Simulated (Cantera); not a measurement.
**Fe + CO + N2 (metals in furnace atmospheres)**

Feed: 1 mol Fe, 0.19 mol CO, 44 mol N2, at 9.50 bar.

Cantera equilibrium calculation (NASA polynomials, part measured and part estimated; ideal gas, pure solids and liquids). Candidate condensed phases: C, Fe, Fe(CO)5, FeO, Fe2O3, Fe3O4; 27 gas species. Condensed phases not in the tables: cementite and carbon dissolved in iron. Rates play no part.

| T (K) | log p N2 | log p CO | log p CO2 | log p Fe | log p C2N2 | n C(graphite) | n Fe(α) | n Fe(γ) | n Fe(δ) |
|---|---|---|---|---|---|---|---|---|---|
| 925 | 0.98 | -1.47 | -2.46 | <-11 | <-11 | 0.0161 | 1.00 | 0 | 0 |
| 1000 | 0.98 | -1.41 | -3.06 | <-11 | <-11 | 0.00404 | 1.00 | 0 | 0 |
| 1075 | 0.98 | -1.39 | -3.65 | <-11 | <-11 | 0.00103 | 1.00 | 0 | 0 |
| 1150 | 0.98 | -1.39 | -4.18 | <-11 | -10.80 | 0.000304 | 1.00 | 0 | 0 |
| 1225 | 0.98 | -1.39 | -4.65 | -9.95 | -9.93 | 0.000104 | 0 | 1.00 | 0 |
| 1300 | 0.98 | -1.39 | -5.06 | -8.96 | -9.16 | 4.01e-5 | 0 | 1.00 | 0 |
| 1375 | 0.98 | -1.39 | -5.43 | -8.09 | -8.47 | 0 | 0 | 1.00 | 0 |
| 1450 | 0.98 | -1.39 | -5.76 | -7.30 | -7.86 | 0 | 0 | 1.00 | 0 |
| 1525 | 0.98 | -1.39 | -6.05 | -6.60 | -7.31 | 0 | 0 | 1.000 | 0 |
| 1600 | 0.98 | -1.39 | -6.31 | -5.96 | -6.80 | 0 | 0 | 1.000 | 0 |
| 1675 | 0.98 | -1.39 | -6.38 | -5.38 | -6.69 | 0 | 0 | 0 | 1.000 |
log p: log10 of the partial pressure in bar; n: condensed amount in mol.

From 925 K to 1150 K the condensed part is C(graphite) + Fe(α). From 1225 K to 1300 K the condensed part is C(graphite) + Fe(γ). From 1375 K to 1600 K the condensed part is Fe(γ). At 1675 K the condensed part is Fe(δ).
